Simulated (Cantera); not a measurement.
Cantera run:

```python
import numpy as np
import cantera as ct

gas_names = """
    Hg N NO NO2 NO3 N2 N2O O O2 O3
""".split()
cond_names = """
    Hg(cr) Hg(L) HgO(s)
""".split()


def load(file, names, dense=False):
    # The tables refer to 1 bar. Condensed volumes are neglected.
    table = {s.name: s for s in ct.Species.list_from_file(file)}
    out = []
    for n in names:
        d = dict(table[n].input_data)
        d["thermo"] = dict(d["thermo"], **{"reference-pressure": 1e5})
        if dense:
            d["equation-of-state"] = {"model": "constant-volume", "density": "1e6 g/cm^3"}
        out.append(ct.Species.from_dict(d))
    return out


gas = ct.Solution(thermo="ideal-gas", species=load("nasa_gas.yaml", gas_names))
cond = {s.name: ct.Solution(thermo="fixed-stoichiometry", species=[s], name=s.name)
        for s in load("nasa_condensed.yaml", cond_names, dense=True)}
atoms = {
    'Hg': {'Hg': 1},
    'O2': {'O': 2},
    'N2': {'N': 2},
}
top_T = {}  # K; cautious upper limits of use, not melting points


def equilibrate(T, P, feed):
    n = {}
    for name, mol in feed.items():
        for a, k in atoms[name].items():
            n[a] = n.get(a, 0.0) + k * mol
    gas.TPX = T, P, n
    mass = sum(n.values()) * gas.mean_molecular_weight
    gas.equilibrate("TP")
    valid = [c for c in cond.values() if c.min_temp <= T <= top_T.get(c.name, c.max_temp)]
    mix = ct.Mixture([(gas, mass / gas.mean_molecular_weight)] + [(c, 0.0) for c in valid])
    mix.T, mix.P = T, P
    mix.equilibrate("TP", solver="vcs", rtol=1e-11, max_steps=5000)
    return mix


results = []
P = 440000  # Pa
for T in [475, 525, 575, 625, 675, 725, 775, 825, 875, 925, 975, 1025, 1075]:
    for m in [1.4, 1.5, 1.8, 2, 2.3, 2.6, 3, 3.5, 4, 4.5, 5.2, 5.9]:
        feed = {'Hg': 1, 'O2': 0.18, 'N2': m}  # mol
        mix = equilibrate(T, P, feed)
        results.append((T, P, feed, dict(zip(mix.species_names, mix.species_moles))))

for T, P, feed, n in results:
    print(f"{T:7g} {feed['N2']:10.4g}  " + (" + ".join(c for c in cond_names if n.get(c, 0) > 1e-12) or "gas only"))
```

Output:

```
    475        1.4  Hg(L) + HgO(s)
    475        1.5  Hg(L) + HgO(s)
    475        1.8  Hg(L) + HgO(s)
    475          2  Hg(L) + HgO(s)
    475        2.3  Hg(L) + HgO(s)
    475        2.6  Hg(L) + HgO(s)
    475          3  Hg(L) + HgO(s)
    475        3.5  Hg(L) + HgO(s)
    475          4  Hg(L) + HgO(s)
    475        4.5  Hg(L) + HgO(s)
    475        5.2  Hg(L) + HgO(s)
    475        5.9  Hg(L) + HgO(s)
    525        1.4  Hg(L) + HgO(s)
    525        1.5  Hg(L) + HgO(s)
    525        1.8  Hg(L) + HgO(s)
    525          2  Hg(L) + HgO(s)
    525        2.3  Hg(L) + HgO(s)
    525        2.6  Hg(L) + HgO(s)
    525          3  Hg(L) + HgO(s)
    525        3.5  Hg(L) + HgO(s)
    525          4  Hg(L) + HgO(s)
    525        4.5  Hg(L) + HgO(s)
    525        5.2  Hg(L) + HgO(s)
    525        5.9  Hg(L) + HgO(s)
    575        1.4  Hg(L) + HgO(s)
    575        1.5  Hg(L) + HgO(s)
    575        1.8  Hg(L) + HgO(s)
    575          2  Hg(L) + HgO(s)
    575        2.3  Hg(L) + HgO(s)
    575        2.6  Hg(L) + HgO(s)
    575          3  Hg(L) + HgO(s)
    575        3.5  Hg(L) + HgO(s)
    575          4  Hg(L) + HgO(s)
    575        4.5  Hg(L) + HgO(s)
    575        5.2  Hg(L) + HgO(s)
    575        5.9  Hg(L) + HgO(s)
    625        1.4  Hg(L) + HgO(s)
    625        1.5  Hg(L) + HgO(s)
    625        1.8  Hg(L) + HgO(s)
    625          2  Hg(L) + HgO(s)
    625        2.3  Hg(L) + HgO(s)
    625        2.6  HgO(s)
    625          3  HgO(s)
    625        3.5  HgO(s)
    625          4  HgO(s)
    625        4.5  HgO(s)
    625        5.2  HgO(s)
    625        5.9  HgO(s)
    675        1.4  HgO(s)
    675        1.5  HgO(s)
    675        1.8  HgO(s)
    675          2  HgO(s)
    675        2.3  HgO(s)
    675        2.6  HgO(s)
    675          3  HgO(s)
    675        3.5  HgO(s)
    675          4  HgO(s)
    675        4.5  HgO(s)
    675        5.2  HgO(s)
    675        5.9  HgO(s)
    725        1.4  HgO(s)
    725        1.5  HgO(s)
    725        1.8  HgO(s)
    725          2  HgO(s)
    725        2.3  HgO(s)
    725        2.6  HgO(s)
    725          3  gas only
    725        3.5  gas only
    725          4  gas only
    725        4.5  gas only
    725        5.2  gas only
    725        5.9  gas only
    775        1.4  gas only
    775        1.5  gas only
    775        1.8  gas only
    775          2  gas only
    775        2.3  gas only
    775        2.6  gas only
    775          3  gas only
    775        3.5  gas only
    775          4  gas only
    775        4.5  gas only
    775        5.2  gas only
    775        5.9  gas only
    825        1.4  gas only
    825        1.5  gas only
    825        1.8  gas only
    825          2  gas only
    825        2.3  gas only
    825        2.6  gas only
    825          3  gas only
    825        3.5  gas only
    825          4  gas only
    825        4.5  gas only
    825        5.2  gas only
    825        5.9  gas only
    875        1.4  gas only
    875        1.5  gas only
    875        1.8  gas only
    875          2  gas only
    875        2.3  gas only
    875        2.6  gas only
    875          3  gas only
    875        3.5  gas only
    875          4  gas only
    875        4.5  gas only
    875        5.2  gas only
    875        5.9  gas only
    925        1.4  gas only
    925        1.5  gas only
    925        1.8  gas only
    925          2  gas only
    925        2.3  gas only
    925        2.6  gas only
    925          3  gas only
    925        3.5  gas only
    925          4  gas only
    925        4.5  gas only
    925        5.2  gas only
    925        5.9  gas only
    975        1.4  gas only
    975        1.5  gas only
    975        1.8  gas only
    975          2  gas only
    975        2.3  gas only
    975        2.6  gas only
    975          3  gas only
    975        3.5  gas only
    975          4  gas only
    975        4.5  gas only
    975        5.2  gas only
    975        5.9  gas only
   1025        1.4  gas only
   1025        1.5  gas only
   1025        1.8  gas only
   1025          2  gas only
   1025        2.3  gas only
   1025        2.6  gas only
   1025          3  gas only
   1025        3.5  gas only
   1025          4  gas only
   1025        4.5  gas only
   1025        5.2  gas only
   1025        5.9  gas only
   1075        1.4  gas only
   1075        1.5  gas only
   1075        1.8  gas only
   1075          2  gas only
   1075        2.3  gas only
   1075        2.6  gas only
   1075          3  gas only
   1075        3.5  gas only
   1075          4  gas only
   1075        4.5  gas only
   1075        5.2  gas only
   1075        5.9  gas only
```

Method: chemical equilibrium by Gibbs-energy minimisation in Cantera with the NASA 1993 tables (ideal gas, pure condensed phases).
